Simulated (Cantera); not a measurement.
Input: 1 mol SiO2, 110 mol H2, 3.6 mol H2O, equilibrated at 3.40 bar.

Method: chemical equilibrium by Gibbs-energy minimisation in Cantera with the NASA 1993 tables (ideal gas, pure condensed phases). Candidate condensed phases: H2O, Si, SiO2; 18 gas species. The tables hold silica as quartz up to 1696 K and as liquid above; real silica turns to tridymite and cristobalite and melts near 1996 K. Gases not in the tables: Si(OH)4. Equilibrium is a limit: real reactors are often held back by kinetics, nucleation or transport.

x: gas mole fraction; n: condensed amount in mol.

```tsv
T (K)	x H2	x H2O	x SiO	x H	x OH	x SiO2	n SiO2(condensed)	n SiO2(l)
1698	0.968	0.0317	2.37e-6	7.72e-5	1.30e-7	1.56e-10	1.000	0
1748	0.968	0.0317	6.92e-6	0.000122	2.33e-7	5.07e-10	0.999	0
1798	0.968	0.0317	1.89e-5	0.000188	4.04e-7	1.53e-9	0.998	0
1848	0.968	0.0317	(withheld)	(withheld)	(withheld)	4.36e-9	0.994	0
1898	0.968	0.0318	0.000120	0.000417	1.12e-6	1.17e-8	0.986	0
1948	0.967	0.0319	0.000278	0.000603	1.80e-6	2.99e-8	0.968	0
1998	0.966	0.0323	(withheld)	(withheld)	(withheld)	7.26e-8	0	(withheld)
2048	0.965	0.0329	0.00129	0.00119	4.43e-6	1.68e-7	0	0.853
2098	0.962	0.0341	0.00256	0.00164	6.89e-6	3.75e-7	0	0.709
2148	0.957	0.0363	0.00476	0.00221	1.08e-5	8.03e-7	0	0.456
2198	0.949	0.0397	0.00831	0.00294	1.71e-5	1.66e-6	0	0.0466
```

### Question
Complete the blanks.

### Answer

- 1998, x SiO: 0.000615
- 1998, x H: 0.000855
- 1998, x OH: 2.84e-6
- 1998, n SiO2(l): 0.930
- 1848, x SiO: 4.89e-5
- 1848, x H: 0.000283
- 1848, x OH: 6.82e-7
